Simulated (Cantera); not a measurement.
Input: 1 mol SiHCl₃, 2.8 mol N₂, 0.57 mol H₂, equilibrated at 0.150 Torr.

Cantera equilibrium calculation (NASA polynomials, part measured and part estimated; ideal gas, pure solids and liquids). Candidate condensed phases: NH₄Cl, Si, Si₃N₄; 28 gas species. N₂ is the only nitrogen source here; it is nearly inert below about 1500 K, so the nitride shown seldom forms there in practice. The tables' values for SiCl₃, SiCl, SiN are old estimates; treat these amounts as uncertain. Equilibrium is a limit: real reactors are often held back by kinetics, nucleation or transport.

x: gas mole fraction; n: condensed amount in mol.

```json
[
 {"T (K)": "975", "x N₂": "0.520", "x HCl": "0.332", "x SiCl₂": "3.57e-5", "x H₂": "0.0675", "x Cl": "9.73e-8", "x SiCl₄": "0.0804", "x Si": "<1e-12", "x H": "2.10e-8", "x SiCl₃": "0.000318", "x SiCl": "<1e-12", "n Si₃N₄(s)": "0.210"},
 {"T (K)": "1075", "x N₂": "0.517", "x HCl": "0.343", "x SiCl₂": "0.000878", "x H₂": "0.0615", "x Cl": "1.30e-6", "x SiCl₄": "0.0755", "x Si": "<1e-12", "x H": "2.57e-7", "x SiCl₃": "0.00205", "x SiCl": "1.97e-11", "n Si₃N₄(s)": "0.213"},
 {"T (K)": "1175", "x N₂": "0.515", "x HCl": "0.344", "x SiCl₂": "0.0116", "x H₂": "0.0582", "x Cl": "1.08e-5", "x SiCl₄": "0.0629", "x Si": "6.70e-12", "x H": "2.09e-6", "x SiCl₃": "0.00865", "x SiCl": "3.36e-9", "n Si₃N₄(s)": "0.204"},
 {"T (K)": "1275", "x N₂": "0.512", "x HCl": "…", "x SiCl₂": "…", "x H₂": "…", "x Cl": "…", "x SiCl₄": "…", "x Si": "…", "x H": "…", "x SiCl₃": "0.0172", "x SiCl": "2.13e-7", "n Si₃N₄(s)": "…"},
 {"T (K)": "1375", "x N₂": "0.518", "x HCl": "0.223", "x SiCl₂": "0.154", "x H₂": "0.0922", "x Cl": "0.000148", "x SiCl₄": "0.00277", "x Si": "2.03e-7", "x H": "7.36e-5", "x SiCl₃": "0.00963", "x SiCl": "4.92e-6", "n Si₃N₄(s)": "0.0420"},
 {"T (K)": "1475", "x N₂": "0.522", "x HCl": "0.181", "x SiCl₂": "0.182", "x H₂": "0.109", "x Cl": "0.000409", "x SiCl₄": "0.000323", "x Si": "5.50e-6", "x H": "0.000302", "x SiCl₃": "0.00415", "x SiCl": "3.87e-5", "n Si₃N₄(s)": "0"},
 {"T (K)": "1575", "x N₂": "0.521", "x HCl": "0.183", "x SiCl₂": "0.184", "x H₂": "0.107", "x Cl": "0.00130", "x SiCl₄": "7.41e-5", "x Si": "5.00e-5", "x H": "0.000963", "x SiCl₃": "0.00228", "x SiCl": "0.000157", "n Si₃N₄(s)": "0"},
 {"T (K)": "1675", "x N₂": "0.520", "x HCl": "0.182", "x SiCl₂": "0.183", "x H₂": "0.106", "x Cl": "0.00358", "x SiCl₄": "1.98e-5", "x Si": "0.000354", "x H": "0.00268", "x SiCl₃": "0.00132", "x SiCl": "0.000537", "n Si₃N₄(s)": "0"},
 {"T (K)": "1775", "x N₂": "0.516", "x HCl": "0.180", "x SiCl₂": "0.180", "x H₂": "0.104", "x Cl": "0.00880", "x SiCl₄": "6.07e-6", "x Si": "0.00197", "x H": "0.00659", "x SiCl₃": "0.000804", "x SiCl": "0.00157", "n Si₃N₄(s)": "0"},
 {"T (K)": "1875", "x N₂": "0.507", "x HCl": "0.180", "x SiCl₂": "0.169", "x H₂": "0.0964", "x Cl": "0.0204", "x SiCl₄": "2.17e-6", "x Si": "0.00810", "x H": "0.0144", "x SiCl₃": "0.000510", "x SiCl": "0.00376", "n Si₃N₄(s)": "0"},
 {"T (K)": "1975", "x N₂": "0.488", "x HCl": "0.182", "x SiCl₂": "…", "x H₂": "…", "x Cl": "…", "x SiCl₄": "…", "x Si": "…", "x H": "…", "x SiCl₃": "0.000325", "x SiCl": "0.00702", "n Si₃N₄(s)": "0"},
 {"T (K)": "2075", "x N₂": "0.455", "x HCl": "0.175", "x SiCl₂": "0.103", "x H₂": "0.0630", "x Cl": "0.0968", "x SiCl₄": "3.26e-7", "x Si": "0.0491", "x H": "0.0473", "x SiCl₃": "0.000181", "x SiCl": "0.0102", "n Si₃N₄(s)": "0"}
]
```

Q: What belongs in the gaps?

A: 
- 1975, x SiCl₂: 0.144
- 1975, x H₂: 0.0817
- 1975, x Cl: 0.0460
- 1975, x SiCl₄: 8.77e-7
- 1975, x Si: 0.0232
- 1975, x H: 0.0277
- 1275, x HCl: 0.309
- 1275, x SiCl₂: 0.0715
- 1275, x H₂: 0.0635
- 1275, x Cl: 5.43e-5
- 1275, x SiCl₄: 0.0268
- 1275, x Si: 1.77e-9
- 1275, x H: 1.31e-5
- 1275, n Si₃N₄(s): 0.144
